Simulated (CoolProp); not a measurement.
R407C along the isobar 42.1 bar: density (kg/m³) from the reference equation and from simpler models built on Tc = 359.3 K, pc = 46.32 bar, ω = 0.363; each cubic takes its own stable root.

Computed with CoolProp (reference Helmholtz-energy equation of state, Lemmon 2003). It is a pseudo-pure fit of the blend.

| T (K) | phase | reference | van der Waals | Redlich-Kwong |
|---|---|---|---|---|
| 313.3 | liquid | 1092 | 655.9 | 894.4 |
| 334.1 | liquid | 975.5 | 585.8 | 774.4 |
| 375.6 | gas | 181.1 | 173.5 | 178.1 |
| 396.3 | gas | 150.5 | 150.1 | 151.2 |
| 417 | gas | 132.5 | 134.6 | 134.3 |
| 437.8 | gas | 119.9 | 122.9 | 122.0 |
| 458.5 | gas | 110.3 | 113.6 | 112.5 |
| 479.3 | gas | 102.6 | 106.0 | 104.8 |
| 500 | gas | 96.24 | 99.56 | 98.31 |
